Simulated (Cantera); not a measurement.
## Equilibrium for tantalum, niobium, vanadium and zirconium in process gases: V + N₂O + H₂

A closed system holds: 1 mol V, 0.24 mol N₂O, 33 mol H₂, held at 40.0 mbar.

These are equilibrium values from Cantera (NASA tables, ideal gas, pure condensed phases), not measurements of a reactor. Candidate condensed phases: H₂O, V, VN, VO, V₂O₃, V₂O₄, V₂O₅; 28 gas species. Each liquid is taken as pure. Mutual solubility and eutectic melting of coexisting phases are not modelled. VN, VO: taken at fixed stoichiometry. Condensed phases not in the tables: solid solutions among these carbides, nitrides and lower oxides, V₂N, N, O or C dissolved in the metal. The numbers say what is thermodynamically allowed, not how fast it happens.

From 1625 K to 1825 K the condensed part is V(s) + VN(s) + VO(s). From 1875 K to 2025 K the condensed part is V(s) + VO(s). From 2075 K to 2175 K the condensed part is V(s) + VO(l). At 2225 K the condensed part is V(l) + VO(l). The main V-bearing gas is V throughout.

```json
[
 {"T (K)": "1625", "log p H₂": "-1.40", "log p H": "-4.85", "log p N₂": "-5.21", "log p V": "-8.69", "log p VO": "-8.86", "n V(s)": "0.291", "n VN(s)": "0.470", "n VO(s)": "0.239", "n VO(l)": "0", "n V(l)": "0"},
 {"T (K)": "1675", "log p H₂": "-1.40", "log p H": "-4.63", "log p N₂": "-4.81", "log p V": "-8.20", "log p VO": "-8.35", "n V(s)": "0.307", "n VN(s)": "0.455", "n VO(s)": "0.238", "n VO(l)": "0", "n V(l)": "0"},
 {"T (K)": "1725", "log p H₂": "-1.40", "log p H": "-4.43", "log p N₂": "-4.44", "log p V": "-7.74", "log p VO": "-7.88", "n V(s)": "0.343", "n VN(s)": "0.419", "n VO(s)": "0.238", "n VO(l)": "0", "n V(l)": "0"},
 {"T (K)": "1775", "log p H₂": "-1.40", "log p H": "-4.24", "log p N₂": "-4.08", "log p V": "-7.31", "log p VO": "-7.43", "n V(s)": "0.421", "n VN(s)": "0.343", "n VO(s)": "0.237", "n VO(l)": "0", "n V(l)": "0"},
 {"T (K)": "1825", "log p H₂": "-1.40", "log p H": "-4.06", "log p N₂": "-3.75", "log p V": "-6.90", "log p VO": "-7.01", "n V(s)": "0.583", "n VN(s)": "0.182", "n VO(s)": "0.235", "n VO(l)": "0", "n V(l)": "0"},
 {"T (K)": "1875", "log p H₂": "-1.40", "log p H": "-3.88", "log p N₂": "-3.54", "log p V": "-6.52", "log p VO": "-6.61", "n V(s)": "0.766", "n VN(s)": "0", "n VO(s)": "0.234", "n VO(l)": "0", "n V(l)": "0"},
 {"T (K)": "1925", "log p H₂": "-1.40", "log p H": "-3.72", "log p N₂": "-3.54", "log p V": "-6.15", "log p VO": "-6.24", "n V(s)": "0.767", "n VN(s)": "0", "n VO(s)": "0.232", "n VO(l)": "0", "n V(l)": "0"},
 {"T (K)": "1975", "log p H₂": "-1.40", "log p H": "-3.57", "log p N₂": "-3.54", "log p V": "-5.80", "log p VO": "-5.88", "n V(s)": "0.769", "n VN(s)": "0", "n VO(s)": "0.229", "n VO(l)": "0", "n V(l)": "0"},
 {"T (K)": "2025", "log p H₂": "-1.41", "log p H": "-3.42", "log p N₂": "-3.54", "log p V": "-5.48", "log p VO": "-5.55", "n V(s)": "0.770", "n VN(s)": "0", "n VO(s)": "0.225", "n VO(l)": "0", "n V(l)": "0"},
 {"T (K)": "2075", "log p H₂": "-1.41", "log p H": "-3.28", "log p N₂": "-3.54", "log p V": "-5.16", "log p VO": "-5.24", "n V(s)": "0.770", "n VN(s)": "0", "n VO(s)": "0", "n VO(l)": "0.219", "n V(l)": "0"},
 {"T (K)": "2125", "log p H₂": "-1.41", "log p H": "-3.14", "log p N₂": "-3.54", "log p V": "-4.87", "log p VO": "-4.97", "n V(s)": "0.767", "n VN(s)": "0", "n VO(s)": "0", "n VO(l)": "0.212", "n V(l)": "0"},
 {"T (K)": "2175", "log p H₂": "-1.41", "log p H": "-3.02", "log p N₂": "-3.55", "log p V": "-4.58", "log p VO": "-4.71", "n V(s)": "0.759", "n VN(s)": "0", "n VO(s)": "0", "n VO(l)": "0.201", "n V(l)": "0"},
 {"T (K)": "2225", "log p H₂": "-1.42", "log p H": "-2.90", "log p N₂": "-3.55", "log p V": "-4.32", "log p VO": "-4.46", "n V(s)": "0", "n VN(s)": "0", "n VO(s)": "0", "n VO(l)": "0.183", "n V(l)": "0.745"}
]
```
log p: log10 of the partial pressure in bar; n: condensed amount in mol.
